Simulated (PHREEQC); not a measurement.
Solution (80 °C): 98 mmol/kgw NaOH, 0.93 mmol/kgw CO2 and 0.58 mmol/kgw K2CO3. Closed to the air; pH follows from the charge balance.

Equilibrium calculation in PHREEQC: ion-association model, wateq4f.dat.

Precipitation was switched off in this run.

Question: Order these C species by the share of C that they hold, largest first: CO3-2, NaCO3-, HCO3-.

Answer: NaCO3- (86 %), CO3-2 (13 %), HCO3- (0.28 %)

The pH is 11.47 and the ionic strength 0.0981 mol/kgw. Away from 25 °C the constants follow the database's enthalpies or fits; those with neither stay at their 25 °C values.
